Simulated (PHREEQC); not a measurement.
Solution (55 °C): 0.011 mol Pb(NO3)2 and 0.0015 mol KNO3 per kg of water. Closed to the air; pH follows from the charge balance.

All values are PHREEQC results (ion-association model, phreeqc.dat), not measurements.

| quantity | before | after |
|---|---|---|
| pH | 4.93 | 6.56 |
| ionic strength (mol/kgw) | 0.0315 | 0.0125 |
| NO3- (mol/kgw) | 0.0220 | 0.0125 |

### Question
Which change was made?
A. KNO3 from 0.0015 to 0.00225 mol/kgw
B. KNO3 replaced by Zn(NO3)2 at the same molality
C. temperature from 55 to 60 °C
D. Pb(NO3)2 replaced by NaNO3 at the same molality
E. KNO3 from 0.0015 to 0.0075 mol/kgw

### Answer
D, Pb(NO3)2 replaced by NaNO3 at the same molality

Precipitation was switched off in this run. Some of these states are supersaturated (in Pb(OH)2, for instance). Constants without temperature data keep their 25 °C values here.
